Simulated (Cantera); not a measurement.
Input: 1 mol SiHCl₃, 0.0061 mol C₂H₂, 200 mol H₂, held at 2300 K and 7.90 mbar.

Method: chemical equilibrium by Gibbs-energy minimisation in Cantera with the NASA 1993 tables (ideal gas, pure condensed phases). Candidate condensed phases: C, C₆H₆, C₇H₈, C₈H₁₈, Si, SiC; 109 gas species. The tables' values for SiCl are old estimates; treat these amounts as uncertain. Gases not in the tables: Si₂H₆ and higher silanes. Kinetics and transport are ignored.

Task: What is the equilibrium state?

Result: 
```json
{
 "x(H₂)": "0.879",
 "x(H)": "0.102",
 "x(HCl)": "0.0129",
 "x(Si)": "0.00444",
 "x(Cl)": "0.00108",
 "x(SiH)": "0.000136",
 "x(SiCl)": "4.57e-5",
 "x(C₂H₂ (acetylene))": "2.12e-5",
 "x(SiH₂)": "1.54e-5",
 "gas_amount": "214.0 mol",
 "log10 activity of C(graphite) (absent)": "-1.13",
 "log10 activity of Si(l) (absent)": "-1.42"
}
```
